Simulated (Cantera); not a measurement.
Predominance diagram of Sr at 1152 °C against the partial pressures of O₂ and Cl₂ (log10, bar). Standard-state values (1 bar) from the NASA 1993 polynomials, evaluated with Cantera. Candidates: Sr(l), SrCl₂(l), SrO(s). Only these pure phases compete in this equilibrium. Not in the tables: the peroxide, oxide halides.

Problem. Which phase is stable at these pairs, and which metal-bearing vapour leads over it? (-23, -1.5); (-17, -4.4); (-6, -11.6); (-6, -2.9); (0, -16); (-3, -14.5); (-23, -4.4)

Solution. 
```csv
log p(O₂),log p(Cl₂),phase,chief vapour,log p (bar)
-23,-1.5,SrCl₂(l),SrCl₂,-3.9
-17,-4.4,SrCl₂(l),SrCl₂,-3.9
-6,-11.6,SrO(s),SrCl₂,-6.2
-6,-2.9,SrCl₂(l),SrCl₂,-3.9
0,-16,SrO(s),SrO,-12.7
-3,-14.5,SrO(s),SrCl₂,-10.6
-23,-4.4,SrCl₂(l),SrCl₂,-3.9
```
